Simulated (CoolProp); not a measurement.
The fluid at 516.98 K and 0.178 MPa flows at 0.31 m/s in a round tube of 10 mm bore and 0.25 µm roughness, fully developed (64/Re and Nu = 3.66 if laminar; Colebrook and Gnielinski if turbulent). The same conditions are run with several fluids, on thermodynamics alone (safety and materials aside).

Values from CoolProp's reference Helmholtz-energy equation of state of each fluid (n-butane: Bücker 2006; nitrogen: Span 2000; n-octane: Beckmüller 2019; n-heptane: Span 2003).

```tsv
fluid	Reynolds number	Darcy friction factor	pressure drop (Pa/m)	heat-transfer coefficient (W/(m² K))	mass flow (kg/h)
n-butane	594	0.108	1.26	16.8	0.213
nitrogen	135	0.475	2.65	14.7	0.102
n-octane	1560	0.0410	0.968	12.2	0.431
n-heptane	1300	0.0490	1.01	13.0	0.374
```

Transport values come from each fluid's own correlations.
